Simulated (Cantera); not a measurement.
Input: 1 mol Mg(OH)2, 0.051 mol H2, 0.063 mol CO2, equilibrated at 0.100 bar.

Equilibrium computed with Cantera from the NASA thermochemical tables; the gas is ideal and each condensed phase is pure. Candidate condensed phases: C, C6H6, C7H8, C8H18, H2O, Mg, MgCO3, MgO, Mg(OH)2; 116 gas species. Equilibrium is a limit: real reactors are often held back by kinetics, nucleation or transport. All values below are at 1675 K.

Base state: H2O 0.905, CO2 0.0495, H2 0.0388, CO 0.00703, OH 8.16e-5, H 7.23e-5 (mole fractions); condensed: MgO(s).

Q: What changes in the equilibrium state with this change: H2 from 0.051 to 0.5 mol?

A: 
| species | before | after |
|---|---|---|
| H2O | 0.905 | 0.664 |
| H2 | 0.0388 | 0.296 |
| CO | 0.00703 | 0.0240 |
| CO2 | 0.0495 | 0.0163 |
| OH | 8.16e-5 | 2.17e-5 |
| H | 7.23e-5 | 0.000200 |
| MgO(s), mol | 1.000 | 1.000 |
